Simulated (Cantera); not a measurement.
A Cantera script and what it prints.

```python
import numpy as np
import cantera as ct

gas_names = """
    CO2 N2O NO2
""".split()
cond_names = """
    C(gr)
""".split()


# ... load() reads the species with a 1 bar reference pressure and builds the phases ...
species = {s.name: s for s in load("nasa_gas.yaml", gas_names) + load("nasa_condensed.yaml", cond_names)}
# Each term lists the table entries of one substance; the one whose range holds T is used.
reactions = {
    '3 CO2(g) + 2 N2O(g) = 3 C + 4 NO2(g)':
        [(-3, ['CO2']), (-2, ['N2O']), (3, ['C(gr)']), (4, ['NO2'])],
}


def pick(names, T):
    return next(species[n] for n in names if species[n].thermo.min_temp <= T <= species[n].thermo.max_temp)


results = []
for label, terms in reactions.items():
    print(label)
    print("     T/K   dH/kJ  dS/(J/K)   dG/kJ   log10 K")
    for T in [473, 673, 873, 1073, 1273, 1473, 1673, 1873]:
        used = [(nu, pick(names, T)) for nu, names in terms]
        dH = sum(nu * s.thermo.h(T) for nu, s in used) / 1e6
        dS = sum(nu * s.thermo.s(T) for nu, s in used) / 1e3
        dG = dH - T * dS / 1e3
        logK = -dG * 1e6 / (ct.gas_constant * T * np.log(10))
        results.append((label, T, dH, dS, dG, logK, [s.name for _, s in used]))
        print(f"{T:8g} {dH:8.1f} {dS:8.1f} {dG:8.1f} {logK:8.2f}")
```

It prints:

```
3 CO2(g) + 2 N2O(g) = 3 C + 4 NO2(g)
     T/K   dH/kJ  dS/(J/K)   dG/kJ   log10 K
     473   1152.0   -109.2   1203.6  -132.92
     673   1151.1   -110.8   1225.7   -95.13
     873   1151.4   -110.4   1247.8   -74.66
    1073   1152.0   -109.8   1269.8   -61.82
    1273   1152.7   -109.2   1291.7   -53.00
    1473   1153.4   -108.7   1313.5   -46.58
    1673   1154.2   -108.2   1335.2   -41.69
    1873   1155.0   -107.7   1356.8   -37.84
```

Source: NASA polynomial tables (part measured, part estimated), evaluated in Cantera. Condensed species are held in their standard states even where they would react or evaporate.
